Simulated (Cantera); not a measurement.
Feed: 1 mol Fe2O3, 0.32 mol CH4, 0.016 mol CO, held at 2350 °C and 1 atm.

Method: chemical equilibrium by Gibbs-energy minimisation in Cantera with the NASA 1993 tables (ideal gas, pure condensed phases). Candidate condensed phases: C, C6H6, C7H8, C8H18, Fe, Fe(CO)5, FeO, Fe(OH)2, Fe(OH)3, Fe2O3, Fe3O4, H2O; 114 gas species. The tables' stoichiometric FeO is somewhat more stable than real wüstite, so its field is too wide. FeO: taken at fixed stoichiometry. Rates play no part.

Base state: H2O 0.516, CO 0.191, CO2 0.144, H2 0.105, OH 0.0158, H 0.0136, Fe 0.00684, O2 0.00264 (mole fractions); condensed: FeO(l).

### Question
What changes in the equilibrium state with this change: temperature from 2350 °C to 800 °C?

### Answer
```
species       before    after
-----------  -------  -------
H2O            0.516    0.453
CO2            0.144    0.244
H2             0.105    0.203
CO             0.191    0.101
OH            0.0158    <1e-9
H             0.0136  6.29e-9
Fe(OH)2      0.00162  2.24e-8
Fe           0.00684    <1e-9
O2           0.00264    <1e-9
FeO          0.00207    <1e-9
O            0.00132    <1e-9
FeO(l), mol     1.99        0
FeO(s), mol        0     2.00
```
